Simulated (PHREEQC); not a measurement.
Make-up at 43 °C: 0.01 mol/kgw SrCl2. Closed to the air; pH follows from the charge balance.

Model: ion-association model, phreeqc.dat, run in PHREEQC.

No solid was allowed to form.

Question: Estimate the specific conductance.

Answer: specific conductance 3320 µS/cm.

Constants without temperature data keep their 25 °C values here.
